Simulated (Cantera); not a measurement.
Cantera run:

```python
import numpy as np
import cantera as ct

gas_names = [...]  # 109 gases of nasa_gas.yaml made of C, Cl, H, Si
cond_names = """
    C(gr) C6H6(L) C7H8(L) C8H18(L),n-octa Si(cr) Si(L) SiC(b)
""".split()


# ... load() reads the species with a 1 bar reference pressure and builds the phases ...
atoms = {
    'CH3SiCl3': {'C': 1, 'H': 3, 'Si': 1, 'CL': 3},
    'C2H4': {'C': 2, 'H': 4},
    'H2': {'H': 2},
}
top_T = {'C(gr)': 4500, 'SiC(b)': 3050}  # K; cautious upper limits of use, not melting points


# ... equilibrate(T, P, feed) seeds the gas with the atoms and calls Mixture.equilibrate('TP', solver="vcs", rtol=1e-11, max_steps=5000) ...
results = []
feed = {'CH3SiCl3': 1, 'C2H4': 0.06, 'H2': 11}  # mol
T = 1125  # K
P = 17000  # Pa
mix = equilibrate(T, P, feed)
results.append((T, P, feed, dict(zip(mix.species_names, mix.species_moles))))
print(gas.report(threshold=0.0001))
for i in range(1, mix.n_phases):
    print(f"{mix.phase(i).name:16s} {mix.phase_moles(i):12.5e} mol")
```

Result:

```
       temperature   1125 K
          pressure   17000 Pa
           density   0.018223 kg/m^3
  mean mol. weight   10.026 kg/kmol
   phase of matter   gas

                          1 kg             1 kmol
                     ---------------   ---------------
          enthalpy             67727        6.7906e+05  J
   internal energy       -8.6518e+05       -8.6747e+06  J
           entropy             20226         2.028e+05  J/K
    Gibbs function       -2.2687e+07       -2.2747e+08  J
 heat capacity c_p            3230.4             32390  J/K
 heat capacity c_v            2401.2             24075  J/K

                      mass frac. Y      mole frac. X     chem. pot. / RT
                     ---------------   ---------------   ---------------
               CH4         0.0053813         0.0033631           -41.231
               HCL           0.55247           0.15194           -38.109
                H2            0.1665           0.82806           -19.767
             SiCL3         0.0036456         0.0002719           -95.465
             SiCL4            0.2522          0.014885           -123.69
            SiHCL3          0.019035         0.0014091           -105.35
     [ +103 minor]        0.00076928         7.784e-05

C(gr)             3.03870e-01 mol
Si(cr)            0.00000e+00 mol
SiC(b)            7.69560e-01 mol
```

Method: chemical equilibrium by Gibbs-energy minimisation in Cantera with the NASA 1993 tables (ideal gas, pure condensed phases). The feed counts by its element totals alone. The tables' values for SiCl3 are old estimates; treat these amounts as uncertain.
